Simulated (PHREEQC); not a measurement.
Make-up at 20 °C: 0.63 mol/kgw CaCl2, 0.11 mol/kgw SrCl2 and 3.1e-05 mol/kgw H4SiO4. Closed to the air; pH follows from the charge balance.

Computed with PHREEQC (Pitzer model, pitzer.dat).

```
Property                   Result
-------------------  ------------
pH                           6.55
ionic strength       2.22 mol/kgw
activity of water           0.962
density               1.068 g/cm³
osmotic coefficient         0.973
```

| species | molality | activity | log γ |
|---|---|---|---|
| Cl- | 1.48 | 0.839 | -0.246 |
| Ca+2 | 0.630 | 0.196 | -0.506 |
| Sr+2 | 0.110 | 0.0326 | -0.528 |
| H4SiO4 | 3.09e-5 | 4.17e-5 | 0.130 |
| H+ | 2.41e-7 | 2.80e-7 | 0.066 |
| OH- | 1.63e-7 | 2.35e-8 | -0.840 |
| H3SiO4- | 7.79e-8 | 1.84e-8 | -0.627 |

This is a speciation only: nothing precipitates in the calculation. Complexes and solids missing from the database can't appear. In brines, pH and single-ion activities rest on the MacInnes convention.
